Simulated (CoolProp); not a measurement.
Vapour-liquid equilibrium of m-xylene (1) + n-undecane (2) at 0.383 bar; x and y are mole fractions of (1).

Values from CoolProp's multi-fluid Helmholtz-energy mixture model, Zhou 2012 and Aleksandrov 2011; pair parameters Bell 2016.

| x | bubble temperature, mixture model (K) | bubble temperature, Raoult's law (K) | y, mixture model | y, Raoult's law |
|---|---|---|---|---|
| 0.05 | (withheld) | 427.5 | (withheld) | 0.196 |
| 0.2 | (withheld) | 414.2 | 0.535 | 0.558 |
| 0.35 | (withheld) | 404.3 | 0.729 | 0.745 |
| 0.5 | (withheld) | 396.5 | 0.843 | 0.852 |
| 0.65 | (withheld) | 390.3 | 0.915 | 0.918 |
| 0.8 | 385.4 | 385.1 | (withheld) | 0.962 |
| 0.95 | 380.7 | 380.7 | 0.992 | 0.992 |

Q: Fill in the missing entries.

A: 
- 0.05, bubble temperature, mixture model (K): 427.9
- 0.05, y, mixture model: 0.181
- 0.2, bubble temperature, mixture model (K): 415.2
- 0.35, bubble temperature, mixture model (K): 405.4
- 0.5, bubble temperature, mixture model (K): 397.5
- 0.65, bubble temperature, mixture model (K): 390.9
- 0.8, y, mixture model: 0.961

The largest gap from Raoult's law is +1.1 K in bubble temperature, at x = 0.35. No azeotrope shows between x = 0.05 and 0.95.

Pair parameters are fitted to limited data, so mixtures are less certain than the pure fluids.
